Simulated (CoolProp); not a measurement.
Saturated liquid density (kg/m³) of sulfur hexafluoride: the reference equation beside estimates from Tc = 45.6 °C, pc = 3.755 MPa, ω = 0.210. Rackett uses Z = 0.29056 − 0.08775 ω.

Computed with CoolProp (reference Helmholtz-energy equation of state, Guder 2009).

| T (°C) | reference | Rackett | van der Waals | Redlich-Kwong | Soave-Redlich-Kwong | Peng-Robinson |
|---|---|---|---|---|---|---|
| -31.85 | 1754 | 1813 | 1119 | ? | 1660 | 1883 |
| -28.15 | 1734 | 1791 | 1105 | ? | 1636 | 1856 |
| -24.35 | 1712 | 1768 | 1091 | 1551 | 1611 | 1828 |
| -20.55 | 1690 | 1745 | 1076 | 1524 | 1584 | 1798 |
| -16.75 | 1668 | 1721 | 1061 | 1497 | 1557 | 1767 |
| -13.05 | 1645 | 1696 | 1045 | 1469 | 1529 | 1735 |
| -9.25 | 1621 | 1671 | 1029 | 1440 | 1499 | 1702 |
| -5.45 | 1596 | 1644 | 1012 | 1409 | 1468 | 1666 |
| -1.65 | 1570 | 1617 | 994.6 | 1377 | 1436 | 1629 |
| 2.05 | ? | 1589 | 976.7 | 1345 | 1403 | ? |
| 5.85 | 1515 | 1559 | 957.5 | 1311 | 1367 | 1550 |

Problem. What belongs in the gaps?

Solution. 
- -31.85, Redlich-Kwong: 1601
- -28.15, Redlich-Kwong: 1577
- 2.05, reference: 1543
- 2.05, Peng-Robinson: 1591

Absolute difference from the reference over all 11 rows, mean and median: Rackett 3.1 and 3.1 %, van der Waals 36.5 and 36.5 %, Redlich-Kwong 10.9 and 10.7 %, Soave-Redlich-Kwong 7.3 and 7.1 %, Peng-Robinson 5.2 and 5.5 %.
